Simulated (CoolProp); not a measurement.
A simple Rankine cycle with n-butane: condensing at 300.15 K, boiler at 1.71 MPa, turbine inlet 381 K, turbine efficiency 0.6, pump efficiency 0.7, no recuperator. Each further row changes one setting.

The numbers come from the reference Helmholtz-energy equation of state, Bücker 2006 in CoolProp.

```
case                             thermal efficiency (%)  net work (kJ/kg)  heat in (kJ/kg)  turbine exit temperature (K)  volume ratio over the turbine
-------------------------------  ----------------------  ----------------  ---------------  ----------------------------  -----------------------------
as stated                                           9.5              44.0              465                         333.2                           7.70
turbine inlet 401 K                                 9.5              49.0              517                         357.2                           7.28
condensing temperature 292.15 K                     [?]              50.3              484                         328.8                            [?]
boiler pressure 1.2 MPa                             8.1              39.5              487                         347.0                           4.91
turbine efficiency 0.5                              [?]              36.0              465                         337.3                           7.81
```

Problem. Complete the blanks.

Solution. 
- condensing temperature 292.15 K, thermal efficiency (%): 10.4
- condensing temperature 292.15 K, volume ratio over the turbine: 9.89
- turbine efficiency 0.5, thermal efficiency (%): 7.8
